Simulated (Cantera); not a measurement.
## Adiabatic ignition

An adiabatic, constant-volume homogeneous reactor starts with 6.17 % CH4, 0.678 % C2H6, 0.290 % C3H8, 19.5 % O2, 73.4 % N2, equivalence ratio 0.83, at 1550 K and 1.01 bar.

Detailed kinetics in Cantera: GRI-Mech 3.0 (53 species, 325 reactions).

| t (s) | T (K) | P (bar) | x CH4 | x C2H6 | x C3H8 | x CH2O | x CO2 | x HO2 |
|---|---|---|---|---|---|---|---|---|
| 9.00e-6 | 1548 | 1.01 | 0.0615 | 0.00664 | 0.00275 | 2.83e-5 | 3.25e-7 | 4.41e-5 |
| 3.30e-5 | 1549 | 1.01 | 0.0600 | 0.00604 | 0.00219 | 0.000640 | 1.76e-5 | 9.15e-5 |
| 0.000121 | 2648 | 1.84 | <1e-12 | <1e-12 | <1e-12 | 2.89e-10 | 0.0396 | 9.17e-6 |
| 0.000445 | 2868 | 1.96 | <1e-12 | <1e-12 | <1e-12 | 3.14e-10 | 0.0469 | 1.26e-5 |
| 0.00163 | 2858 | 1.96 | <1e-12 | <1e-12 | <1e-12 | 3.16e-10 | 0.0469 | 1.17e-5 |
| 0.00600 | 2857 | 1.96 | <1e-12 | <1e-12 | <1e-12 | 3.16e-10 | 0.0469 | 1.16e-5 |
| 0.0220 | 2857 | 1.96 | <1e-12 | <1e-12 | <1e-12 | 3.16e-10 | 0.0469 | 1.16e-5 |
| 0.0809 | 2857 | 1.96 | <1e-12 | <1e-12 | <1e-12 | 3.16e-10 | 0.0469 | 1.16e-5 |
| 0.297 | 2857 | 1.96 | <1e-12 | <1e-12 | <1e-12 | 3.16e-10 | 0.0469 | 1.16e-5 |
| 1.09 | 2857 | 1.96 | <1e-12 | <1e-12 | <1e-12 | 3.16e-10 | 0.0469 | 1.16e-5 |
| 4.00 | 2857 | 1.96 | <1e-12 | <1e-12 | <1e-12 | 3.16e-10 | 0.0469 | 1.16e-5 |
x: mole fraction; the columns are a selection and need not sum to one.

```yaml
time_of_steepest_temperature_rise: 0.104 ms
temperature at 4.00 s: 2857 K
equilibrium_temperature: 2857 K
x(CH4) at 4.00 s: <1e-12 (gas-phase equilibrium <1e-12)
x(C2H6) at 4.00 s: <1e-12 (gas-phase equilibrium <1e-12)
x(C3H8) at 4.00 s: <1e-12 (gas-phase equilibrium <1e-12)
```
